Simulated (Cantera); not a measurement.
Charge: 1 mol B, 8.4 mol O2, 0.46 mol N2, held at 1.33 mbar.

Equilibrium computed with Cantera from the NASA thermochemical tables; the gas is ideal and each condensed phase is pure. Candidate condensed phases: B, BN, B2O3; 17 gas species. Rates play no part.

x: gas mole fraction; n: condensed amount in mol.

```
T (°C)   x O2  x B2O3    x N2    x BO2       x O  n B2O3(l)
------  -----  ------  ------  -------  --------  ---------
1225    0.927  0.0156  0.0554  0.00149  0.000104      0.365
1300    0.886  0.0557  0.0529        …         …          0
1375    0.884  0.0543  0.0527  0.00738  0.000652          0
1450    0.881  0.0523  0.0524   0.0111   0.00146          0
1525    0.877  0.0497  0.0520   0.0161   0.00306          0
1600    0.871  0.0464  0.0516        …         …          0
1675    0.862  0.0423  0.0510   0.0298    0.0113          0
1750    0.849  0.0377  0.0503   0.0382    0.0201          0
```

Task: What belongs in the gaps?

Result: 
- 1300, x BO2: 0.00466
- 1300, x O: 0.000269
- 1600, x BO2: 0.0224
- 1600, x O: 0.00604
